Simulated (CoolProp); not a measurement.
C2F6 (R116) along the isobar 3620 kPa: Z from the reference equation and from simpler models built on Tc = 293.0 K, pc = 3048 kPa, ω = 0.257; each cubic takes its own stable root.

Model: reference Helmholtz-energy equation of state, Lemmon 2006, in CoolProp. It is a short technical equation, of lower accuracy than the large ones.

| T (K) | phase | reference |
|---|---|---|
| 274.5 | liquid | 0.1853 |
| 285.3 | liquid | 0.1966 |
| 296 | supercritical | 0.2324 |
| 306.8 | supercritical | 0.4872 |
| 317.5 | supercritical | 0.6057 |
| 328.3 | supercritical | 0.6768 |
| 339 | supercritical | 0.7274 |
| 349.8 | supercritical | 0.7671 |
| 360.5 | supercritical | 0.7988 |
| 371.3 | supercritical | 0.8254 |
| 382 | supercritical | 0.8475 |
| 392.8 | supercritical | 0.8666 |
| 403.5 | supercritical | 0.8829 |
| 414.3 | supercritical | 0.8973 |
| 425 | supercritical | 0.9097 |

Question: How far does each simpler model (Redlich-Kwong, Soave-Redlich-Kwong) lie from the reference over these 15 states: mean and median of the absolute difference, and the worst?

Answer: 
- Redlich-Kwong: mean 6.6 %, median 4.1 %, worst +18.2 % at 296 K and 3620 kPa
- Soave-Redlich-Kwong: mean 4.2 %, median 1.1 %, worst +20.7 % at 296 K and 3620 kPa
